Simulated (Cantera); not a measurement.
Input: 1 mol BCl3, 2.4 mol H2, at 1373 K and 1.33 mbar.

Method: chemical equilibrium by Gibbs-energy minimisation in Cantera with the NASA 1993 tables (ideal gas, pure condensed phases). Candidate condensed phases: B; 13 gas species. The tables' values for BCl2, BCl are old estimates; treat these amounts as uncertain. Gases not in the tables: BHCl2. Equilibrium is a limit: real reactors are often held back by kinetics, nucleation or transport.

Base state: HCl 0.466, H2 0.417, BCl3 0.115, BCl2 0.00130, BCl 0.000831, H 5.89e-5, Cl 5.45e-5 (mole fractions); condensed: B(s).

Q: What changes in the equilibrium state with this change: BCl3 replaced by borazine?

A: 
```tsv
species	before	after
H2	0.417	1.000
H	5.89e-5	9.12e-5
HCl	0.466	0
BCl3	0.115	0
BCl2	0.00130	0
BCl	0.000831	0
B(s), mol	0.569	0
BN(s), mol	0	3.00
```
The feed counts by its element totals alone. Further candidate phases: BN.
